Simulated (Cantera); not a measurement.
Feed: 1 mol Si2Cl6, 0.69 mol HCl, 260 mol N2, 0.0049 mol Cl2, at 100000 Pa.

Cantera equilibrium calculation (NASA polynomials, part measured and part estimated; ideal gas, pure solids and liquids). Candidate condensed phases: NH4Cl, Si, Si3N4; 28 gas species. The feed counts by its element totals alone. N2 is the only nitrogen source here; it is nearly inert below about 1500 K, so the nitride shown seldom forms there in practice. The numbers say what is thermodynamically allowed, not how fast it happens.

Problem. Which condensed phases are stable at each of these points (T (K)): 923, 1023, 1123, 1223, 1323, 1423, 1523, 1623?

Solution. 
```csv
T (K),condensed phases,Si condensed (%)
923,Si3N4(s),24.5
1023,Si3N4(s),24.6
1123,Si3N4(s),24.6
1223,Si3N4(s),24.4
1323,Si3N4(s),23.5
1423,Si3N4(s),20.5
1523,Si3N4(s),11.7
1623,gas only,0.0
```

From 923 K to 1523 K the condensed part is Si3N4(s). At 1623 K nothing is condensed.
